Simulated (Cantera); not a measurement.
Charge: 1 mol Si₂H₆, 10 mol H₂O, 0.79 mol H₂, 0.0061 mol HCl, at 15.0 Pa.

Cantera equilibrium calculation (NASA polynomials, part measured and part estimated; ideal gas, pure solids and liquids). Candidate condensed phases: H₂O, Si, SiO₂; 30 gas species. The feed counts by its element totals alone. The tables hold silica as quartz up to 1696 K and as liquid above; real silica turns to tridymite and cristobalite and melts near 1996 K. Kinetics and transport are ignored.

Task: Which condensed phases are stable at each of these points (T (°C)): 525, 625, 725, 825, 925, 1025, 1125?

Result: 
```csv
T (°C),condensed phases,Si condensed (%)
525,SiO₂(α-quartz),100.0
625,SiO₂(β-quartz),100.0
725,SiO₂(β-quartz),100.0
825,SiO₂(β-quartz),100.0
925,SiO₂(β-quartz),100.0
1025,SiO₂(β-quartz),100.0
1125,SiO₂(β-quartz),100.0
```

At 525 °C the condensed part is SiO₂(α-quartz). From 625 °C to 1125 °C the condensed part is SiO₂(β-quartz).
